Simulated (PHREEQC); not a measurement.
A solution holds 0.0028 mol/kgw Pb(NO3)2, 0.0002 mol/kgw NaCl and 7.8e-05 mol/kgw Na2SO4, at 25 °C. Closed to the air; pH follows from the charge balance.

The numbers come from PHREEQC with the ion-association model, phreeqc.dat.

Each row changes one thing in this solution. Precipitation was switched off in this run.

```json
[
 {"case": "as made", "pH": "5.21", "Pb+2 (mol/kgw)": "0.00261", "Cl- (mol/kgw)": "0.000187", "PbNO3+ (mol/kgw)": "0.000143", "PbCl+ (mol/kgw)": "1.32e-5", "PbOH+ (mol/kgw)": "6.19e-6", "SI of Pb(OH)2 (Pb(OH)2)": "-0.48", "SI of Halite (NaCl)": "-8.83"},
 {"case": "NaCl from 0.0002 to 0.001 mol/kgw", "pH": "5.22", "Pb+2 (mol/kgw)": "0.00256", "Cl- (mol/kgw)": "0.000936", "PbNO3+ (mol/kgw)": "0.000139", "PbCl+ (mol/kgw)": "6.41e-5", "PbOH+ (mol/kgw)": "6.11e-6", "SI of Pb(OH)2 (Pb(OH)2)": "-0.48", "SI of Halite (NaCl)": "-7.62"},
 {"case": "3.5e-05 mol/kgw Ca(OH)2 added", "pH": "6.24", "Pb+2 (mol/kgw)": "0.00254", "Cl- (mol/kgw)": "0.000187", "PbNO3+ (mol/kgw)": "0.000140", "PbCl+ (mol/kgw)": "1.29e-5", "PbOH+ (mol/kgw)": "6.48e-5", "SI of Pb(OH)2 (Pb(OH)2)": "+1.57", "SI of Halite (NaCl)": "-8.83"},
 {"case": "Na2SO4 from 7.8e-05 to 7.02e-05 mol/kgw", "pH": "5.21", "Pb+2 (mol/kgw)": "0.00261", "Cl- (mol/kgw)": "0.000187", "PbNO3+ (mol/kgw)": "0.000143", "PbCl+ (mol/kgw)": "1.32e-5", "PbOH+ (mol/kgw)": "6.19e-6", "SI of Pb(OH)2 (Pb(OH)2)": "-0.48", "SI of Halite (NaCl)": "-8.85"},
 {"case": "diluted 100-fold with water", "pH": "6.14", "Pb+2 (mol/kgw)": "2.73e-5", "Cl- (mol/kgw)": "2.00e-6", "PbNO3+ (mol/kgw)": "2.16e-8", "PbCl+ (mol/kgw)": "2.07e-9", "PbOH+ (mol/kgw)": "7.13e-7", "SI of Pb(OH)2 (Pb(OH)2)": "-0.45", "SI of Halite (NaCl)": "-12.73"},
 {"case": "Na2SO4 left out", "pH": "5.21", "Pb+2 (mol/kgw)": "0.00263", "Cl- (mol/kgw)": "0.000187", "PbNO3+ (mol/kgw)": "0.000145", "PbCl+ (mol/kgw)": "1.34e-5", "PbOH+ (mol/kgw)": "6.22e-6", "SI of Pb(OH)2 (Pb(OH)2)": "-0.48", "SI of Halite (NaCl)": "-9.08"},
 {"case": "Na2SO4 replaced by CdSO4 at the same molality", "pH": "5.21", "Pb+2 (mol/kgw)": "0.00261", "Cl- (mol/kgw)": "0.000186", "PbNO3+ (mol/kgw)": "0.000143", "PbCl+ (mol/kgw)": "1.31e-5", "PbOH+ (mol/kgw)": "6.19e-6", "SI of Pb(OH)2 (Pb(OH)2)": "-0.48", "SI of Halite (NaCl)": "-9.08"}
]
```

Some of these states are supersaturated (in Anglesite, Pb(OH)2, for instance).
